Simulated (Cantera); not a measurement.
Input (Python, Cantera):

```python
import numpy as np
import cantera as ct

gas = ct.Solution("gri30.yaml")
gas.TPX = 498, 97000, {'CO': 1, 'H2': 0.67, 'CH4': 1.5, 'O2': 3.95, 'N2': 13, 'H2O': 0.11}
flame = ct.FreeFlame(gas, width=0.041)
flame.set_refine_criteria(ratio=3, slope=0.08, curve=0.16)
flame.transport_model = "mixture-averaged"
flame.solve(loglevel=0, auto=True)
z, T = flame.grid, flame.T
thick = (T[-1] - T[0]) / np.gradient(T, z).max()
show = ['CO', 'H2', 'CH4', 'HCN', 'CH2', 'C2H2']
print(f"laminar burning velocity  {flame.velocity[0] * 100:.3f} cm/s")
print(f"burnt temperature         {T[-1]:.1f} K")
print(f"thermal thickness         {thick * 1e3:.4f} mm")
print(f"grid points               {len(z)}")
z0 = z[flame.heat_release_rate.argmax()]
print(f"{'z/mm':>9s}{'T/K':>9s}{'u/(m/s)':>9s}" + "".join(f"{s:>11s}" for s in show))
rows = []
for k in (-3, -2, -1.5, -1, -0.5, -0.25, 0, 0.25, 0.5, 1, 2, 4, 8):
    zz = z0 + k * thick
    rows.append([k * thick, np.interp(zz, z, T), np.interp(zz, z, flame.velocity),
                 *(np.interp(zz, z, flame.X[gas.species_index(s)]) for s in show)])
    print(f"{rows[-1][0] * 1e3:9.3f}{rows[-1][1]:9.1f}{rows[-1][2]:9.3f}" + "".join(f"{x:11.3e}" for x in rows[-1][3:]))
```

It prints:

```
laminar burning velocity  148.391 cm/s
burnt temperature         2422.2 K
thermal thickness         0.2941 mm
grid points               154
     z/mm      T/K  u/(m/s)         CO         H2        CH4        HCN        CH2       C2H2
   -0.882    498.0    1.484  4.943e-02  3.308e-02  7.415e-02  4.198e-13  5.266e-20  1.311e-11
   -0.588    498.5    1.485  4.944e-02  3.295e-02  7.414e-02  2.057e-11  4.382e-16  6.258e-10
   -0.441    500.3    1.490  4.946e-02  3.278e-02  7.408e-02  1.214e-10  1.620e-14  3.607e-09
   -0.294    521.9    1.555  4.964e-02  3.230e-02  7.322e-02  2.853e-09  6.910e-11  7.922e-08
   -0.147    819.2    2.454  5.442e-02  3.126e-02  6.009e-02  1.222e-07  3.402e-07  3.266e-06
   -0.074   1240.7    3.747  6.563e-02  3.045e-02  3.697e-02  4.852e-07  7.716e-06  1.450e-05
    0.000   1669.8    5.078  7.870e-02  2.684e-02  1.014e-02  1.263e-06  4.467e-05  3.657e-05
    0.074   1860.5    5.656  7.478e-02  1.976e-02  9.266e-04  1.254e-06  1.415e-05  9.126e-06
    0.147   1920.2    5.810  6.303e-02  1.609e-02  4.484e-05  5.436e-07  9.343e-07  3.662e-07
    0.294   1987.4    5.965  4.886e-02  1.527e-02  1.448e-07  7.108e-08  3.871e-09  4.837e-10
    0.588   2071.9    6.173  4.032e-02  1.467e-02  2.175e-11  1.916e-09  8.215e-13  2.832e-14
    1.176   2170.5    6.425  3.590e-02  1.265e-02  3.122e-16  9.222e-12  5.030e-16  2.849e-20
    2.353   2268.0    6.668  3.113e-02  1.014e-02  1.367e-16  7.271e-12  3.177e-16  1.529e-20
```

Detailed kinetics in Cantera: GRI-Mech 3.0 (53 species, 325 reactions). Burning velocities carry a grid error of a few per cent, more on coarse grids.
